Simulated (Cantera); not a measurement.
An isothermal plug-flow reactor at 1023 K and 1.50 bar (inlet), inlet velocity 0.16 m/s, active area per volume 130 1/m; feed 1.71 % H₂, 13.9 % O₂, 84.4 % N₂, equivalence ratio 0.062.

Computed with Cantera and Deutschmann's 1995 Pt surface mechanism with GRI-Mech 3.0 gas chemistry. Catalytic surfaces can have several steady states; this one follows from the mechanism file's or the stated starting coverage. Mass transfer to the wall is taken as infinitely fast.

x: gas mole fraction; θ: surface coverage.

```csv
z (m),x H₂,x O₂,x H₂O,θ free Pt,θ O*,θ OH*
0.00033,___,0.132,0.0155,0.194,0.804,0.00258
0.00064,___,0.132,0.0170,0.187,0.810,0.00260
0.0012,___,0.131,0.0172,0.186,0.811,0.00260
0.0024,___,0.131,0.0172,0.186,0.811,0.00260
0.0046,1.62e-10,0.131,0.0172,0.186,0.811,0.00260
0.0089,1.57e-10,0.131,0.0172,0.186,0.811,0.00260
0.017,1.56e-10,0.131,0.0172,0.186,0.811,0.00260
0.033,1.55e-10,0.131,0.0172,0.186,0.811,0.00260
```

Q: Some entries are withheld; supply them.

A: 
- 0.00033, x H₂: 0.00174
- 0.00064, x H₂: 0.000272
- 0.0012, x H₂: 9.90e-6
- 0.0024, x H₂: 8.48e-9
